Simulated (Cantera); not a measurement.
A Cantera script and what it prints.

```python
import numpy as np
import cantera as ct

gas_names = """
    H HNO HNO2 HNO3 HO2 H2 H2O H2O2 N NH NH2 NH3 NH2OH NO NO2 NO3 N2 N2H2 N2H4 N2O O OH O2 O3 Pb PbO Pb2
""".split()
cond_names = """
    H2O(s) H2O(L) Pb(cr) Pb(L) PbO(rd) PbO(yw) PbO(L) PbO2(s) Pb3O4(s)
""".split()


# ... load() reads the species with a 1 bar reference pressure and builds the phases ...
atoms = {
    'Pb': {'Pb': 1},
    'H2': {'H': 2},
    'N2': {'N': 2},
    'O2': {'O': 2},
}
top_T = {'Pb3O4(s)': 820}  # K; cautious upper limits of use, not melting points


# ... equilibrate(T, P, feed) seeds the gas with the atoms and calls Mixture.equilibrate('TP', solver="vcs", rtol=1e-11, max_steps=5000) ...
results = []
feed = {'Pb': 1, 'H2': 8.8, 'N2': 6.3, 'O2': 0.13}  # mol
T = 825  # K
P = 1333.22  # Pa
mix = equilibrate(T, P, feed)
results.append((T, P, feed, dict(zip(mix.species_names, mix.species_moles))))
print(gas.report(threshold=1e-06))
for i in range(1, mix.n_phases):
    print(f"{mix.phase(i).name:16s} {mix.phase_moles(i):12.5e} mol")
```

Output:

```
       temperature   825 K
          pressure   1333.2 Pa
           density   0.002554 kg/m^3
  mean mol. weight   13.141 kg/kmol
   phase of matter   gas

                          1 kg             1 kmol
                     ---------------   ---------------
          enthalpy        8.7531e+05        1.1502e+07  J
   internal energy        3.5331e+05        4.6426e+06  J
           entropy             17461        2.2944e+05  J/K
    Gibbs function        -1.353e+07       -1.7779e+08  J
 heat capacity c_p            2333.1             30659  J/K
 heat capacity c_v            1700.4             22344  J/K

                      mass frac. Y      mole frac. X     chem. pot. / RT
                     ---------------   ---------------   ---------------
                H2          0.086766           0.56555           -21.937
               H2O          0.023606          0.017219           -67.931
               NH3        1.1108e-05        8.5704e-06           -47.696
                N2           0.88945           0.41721           -29.583
                Pb        0.00016964        1.0759e-05           -9.3412
     [  +22 minor]        4.8284e-11        5.3094e-11

Pb(L)             9.99838e-01 mol
PbO(yw)           0.00000e+00 mol
PbO2(s)           0.00000e+00 mol
```

These are equilibrium values from Cantera (NASA tables, ideal gas, pure condensed phases), not measurements of a reactor.
